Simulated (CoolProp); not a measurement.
Computed with CoolProp (reference Helmholtz-energy equation of state, Tillner-Roth 1997).

### Question
For CH2F2 (R32), give the phase and the conductivity (mW/(m K)), Prandtl number at 10.05 °C and 0.115 MPa; 55.55 °C and 0.115 MPa; 101.15 °C and 0.115 MPa.

### Answer
- 10.05 °C and 0.115 MPa: gas; conductivity 12.5, Prandtl number 0.847
- 55.55 °C and 0.115 MPa: gas; conductivity 16.1, Prandtl number 0.813
- 101.15 °C and 0.115 MPa: gas; conductivity 20.2, Prandtl number 0.788

Viscosity comes from a separate model (Bell 2016), an estimate that may be off by 10 % or more. Thermal conductivity comes from a separate model (Huber 2003), an estimate that may be off by 10 % or more.
